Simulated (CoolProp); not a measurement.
Vapour-liquid equilibrium of cyclohexane (1) + n-nonane (2) at 0.0132 MPa; x and y are mole fractions of (1).

Computed with CoolProp (multi-fluid Helmholtz-energy mixture model, Zhou 2014 and Lemmon 2006; pair parameters Bell 2016).

Q: Give the bubble temperature and the first vapour's composition at x = 0.05, 0.35, 0.55. Is there an azeotrope?

A: x = 0.05: 350.6 K, y = 0.368; x = 0.35: 321.4 K, y = 0.887; x = 0.55: 311.9 K, y = 0.952. No azeotrope shows between x = 0.05 and 0.95.

The pair parameters rest on a limited set of measurements; away from them the model extrapolates. The gap from Raoult's law changes sign with composition, which may be real or a fault of the pair parameters; it wasn't checked against measurements.
